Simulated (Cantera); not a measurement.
Feed: 1 mol PbO, 2.3 mol CO, 4.1 mol H2, at 0.00150 bar.

Equilibrium computed with Cantera from the NASA thermochemical tables; the gas is ideal and each condensed phase is pure. Candidate condensed phases: C, C6H6, C7H8, C8H18, H2O, Pb, PbO, PbO2, Pb3O4; 113 gas species. Equilibrium is a limit: real reactors are often held back by kinetics, nucleation or transport.

Question: What share of the Pb ends up in condensed phases as a function of T (K), at 923, 1023, 1123, 1223, 1323, 1423, 1523, 1623?

Answer: 
```csv
T (K),Pb condensed (%),as
923,98.9,Pb(l)
1023,88.4,Pb(l)
1123,11.2,Pb(l)
1223,0.0,-
1323,0.0,-
1423,0.0,-
1523,0.0,-
1623,0.0,-
```
